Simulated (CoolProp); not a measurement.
Vapour-liquid equilibrium of dimethyl ether (1) + ethanol (2) at 321.5 K; x and y are mole fractions of (1).

The numbers come from the multi-fluid Helmholtz-energy mixture model, Wu 2011 and Schroeder 2014; pair parameters Bell 2016 in CoolProp.

```
x     bubble pressure, mixture model (kPa)  bubble pressure, Raoult's law (kPa)  y, mixture model  y, Raoult's law
----  ------------------------------------  -----------------------------------  ----------------  ---------------
0.05                                 110.5                                80.73             0.759            0.680
0.2                                  331.9                                241.5             0.926            0.910
0.35                                 510.8                                402.2             0.956            0.956
0.5                                  654.0                                562.9             0.970            0.976
0.65                                 775.5                                723.6             0.978            0.987
0.8                                  895.2                                884.3             0.986            0.994
0.95                                  1039                                 1045             0.996            0.999
```

The largest gap from Raoult's law is +37.4 % in bubble pressure, at x = 0.2. No azeotrope shows between x = 0.05 and 0.95.

Pair parameters are fitted to limited data, so mixtures are less certain than the pure fluids. The gap from Raoult's law changes sign with composition, which may be real or a fault of the pair parameters; it wasn't checked against measurements.
